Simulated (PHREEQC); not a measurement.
Make-up at 25 °C: 97 mmol/kgw CdCl2 and 0.6 mmol/kgw ZnCl2. Closed to the air; pH follows from the charge balance.

The numbers come from PHREEQC with the ion-association model, phreeqc.dat.

No solid was allowed to form.

Problem. What pH, density, ionic strength does the model give?

Solution. pH 5.38; density 1.012 g/cm³; ionic strength 0.121 mol/kgw.

Problem. In which forms is Cl present?

Solution. Cl- 51 %, CdCl+ 32 %, CdCl2 15 %, CdCl3- 1.4 % of the Cl.

Complexes and solids missing from the database can't appear.
